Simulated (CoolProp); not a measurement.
The fluid at 364.05 K and 0.375 MPa flows at 2 m/s in a round tube of 1 mm bore and 1.5 µm roughness, fully developed (64/Re and Nu = 3.66 if laminar; Colebrook and Gnielinski if turbulent). The same conditions are run with several fluids, on thermodynamics alone (safety and materials aside).

Values from CoolProp's reference Helmholtz-energy equation of state of each fluid (water: Wagner 2002; o-xylene: Zhou 2012; methanol: de Reuck 1993; p-xylene: Zhou 2012).

| fluid | Reynolds number | Darcy friction factor | pressure drop (Pa/m) | heat-transfer coefficient (W/(m² K)) | mass flow (kg/h) |
|---|---|---|---|---|---|
| water | 6200 | 0.0370 | 71300 | 21200 | 5.46 |
| o-xylene | 4380 | (withheld) | (withheld) | (withheld) | (withheld) |
| methanol | (withheld) | 0.0374 | 54000 | 7410 | 4.08 |
| p-xylene | (withheld) | 0.0389 | 62200 | 4180 | 4.52 |

Problem. What belongs in the gaps?

Solution. 
- o-xylene, Darcy friction factor: 0.0404
- o-xylene, pressure drop (Pa/m): 66200
- o-xylene, heat-transfer coefficient (W/(m² K)): 3900
- o-xylene, mass flow (kg/h): 4.63
- methanol, Reynolds number: 5900
- p-xylene, Reynolds number: 5050

Transport values come from each fluid's own correlations.
